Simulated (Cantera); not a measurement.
What does this Cantera script print?

```python
import numpy as np
import cantera as ct

gas_names = """
    B BH BH2 BH3 BO BO2 B2 B2O B2O2 B2O3 B3O3H3 H HBO HBO2 HO2 H2 H2O H2O2 H3B3O6 O OH O2 O3
""".split()
cond_names = """
    B(b) B(L) B2O3(L) B3O3H3(cr) H2O(s) H2O(L)
""".split()


# ... load() reads the species with a 1 bar reference pressure and builds the phases ...
atoms = {
    'B': {'B': 1},
    'H2O': {'H': 2, 'O': 1},
}
top_T = {}  # K; cautious upper limits of use, not melting points


# ... equilibrate(T, P, feed) seeds the gas with the atoms and calls Mixture.equilibrate('TP', solver="vcs", rtol=1e-11, max_steps=5000) ...
results = []
feed = {'B': 1, 'H2O': 1.1}  # mol
T = 1625  # K
P = 133.322  # Pa
mix = equilibrate(T, P, feed)
results.append((T, P, feed, dict(zip(mix.species_names, mix.species_moles))))
print(gas.report(threshold=0.001))
for i in range(1, mix.n_phases):
    print(f"{mix.phase(i).name:16s} {mix.phase_moles(i):12.5e} mol")
```

Result:

```
       temperature   1625 K
          pressure   133.32 Pa
           density   0.00018802 kg/m^3
  mean mol. weight   19.055 kg/kmol
   phase of matter   gas

                          1 kg             1 kmol
                     ---------------   ---------------
          enthalpy       -5.2306e+06       -9.9667e+07  J
   internal energy       -5.9397e+06       -1.1318e+08  J
           entropy             16159         3.079e+05  J/K
    Gibbs function       -3.1489e+07            -6e+08  J
 heat capacity c_p            2587.8             49309  J/K
 heat capacity c_v            2151.4             40995  J/K

                      mass frac. Y      mole frac. X     chem. pot. / RT
                     ---------------   ---------------   ---------------
                BO          0.010765         0.0076515           -39.258
              B2O2           0.49888           0.17729           -78.517
              B2O3           0.20749          0.056792           -114.23
                 H        7.9862e-05         0.0015097           -12.976
               HBO           0.20559           0.14083           -52.235
              HBO2          0.012467         0.0054217           -87.947
                H2          0.064585           0.61043           -25.953
     [  +16 minor]        0.00013856        6.8489e-05

B(b)              0.00000e+00 mol
B2O3(L)           0.00000e+00 mol
B3O3H3(cr)        0.00000e+00 mol
```

Method: chemical equilibrium by Gibbs-energy minimisation in Cantera with the NASA 1993 tables (ideal gas, pure condensed phases).
